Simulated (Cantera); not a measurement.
An adiabatic, constant-pressure homogeneous reactor starts with 0.677 % CH₄, 0.0881 % C₂H₆, 0.813 % C₃H₈, 18.5 % O₂, 69.8 % N₂, 3.93 % H₂O, 6.23 % H₂, equivalence ratio 0.48, at 1575 K and 190000 Pa.

Detailed kinetics in Cantera: GRI-Mech 3.0 (53 species, 325 reactions). GRI-Mech 3.0 was tuned for natural gas; its chemistry of propane as a main component is partial and can be far from experiment.

### Question
Predict: time of steepest temperature rise; temperature at 0.200 s; equilibrium temperature.

### Answer
```
Item                                 Value
---------------------------------  -------
time of steepest temperature rise  12.2 µs
temperature at 0.200 s              2464 K
equilibrium temperature             2464 K
```
